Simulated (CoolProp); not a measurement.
R236EA at 273.13 K and 0.532 MPa is throttled through a valve to 0.196 MPa with no heat exchange. Each further row changes one setting.

Model: reference Helmholtz-energy equation of state, Rui 2013, in CoolProp.

```json
[
 {"case": "as stated", "temperature change (K)": "+0.1", "final phase": "liquid", "final density (kg/m³)": "1500"},
 {"case": "outlet pressure 0.0588 MPa", "temperature change (K)": "-6.4", "final phase": "two-phase, vapour fraction 0.047", "final density (kg/m³)": "84.1"},
 {"case": "outlet pressure 0.255 MPa", "temperature change (K)": "+0.1", "final phase": "liquid", "final density (kg/m³)": "1500"}
]
```
